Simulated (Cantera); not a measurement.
Input: 1 mol FeCl2, 0.082 mol H2O, 0.54 mol N2, at 877 °C and 0.133 bar.

Method: chemical equilibrium by Gibbs-energy minimisation in Cantera with the NASA 1993 tables (ideal gas, pure condensed phases). Candidate condensed phases: Fe, FeCl2, FeCl3, FeO, Fe(OH)2, Fe(OH)3, Fe2O3, Fe3O4, H2O, NH4Cl; 37 gas species. The tables' stoichiometric FeO is somewhat more stable than real wüstite, so its field is too wide. FeO: taken at fixed stoichiometry. Equilibrium is a limit: real reactors are often held back by kinetics, nucleation or transport.

What is the equilibrium state?


| Quantity | Result |
|---|---|
| x(FeCl2) | 0.507 |
| x(N2) | 0.347 |
| x(HCl) | 0.101 |
| x(Fe2Cl4) | 0.0418 |
| x(H2O) | 0.00163 |
| x(FeCl3) | 0.000998 |
| x(H2) | 0.000499 |
| n(FeO(s)) | 0.0795 mol |
| gas amount | 1.556 mol |
| log10 activity of FeCl2(l) (absent) | -0.42 |
| log10 activity of Fe(α) (absent) | -1.11 |
| log10 activity of Fe(OH)2(s) (absent) | -8.81 |
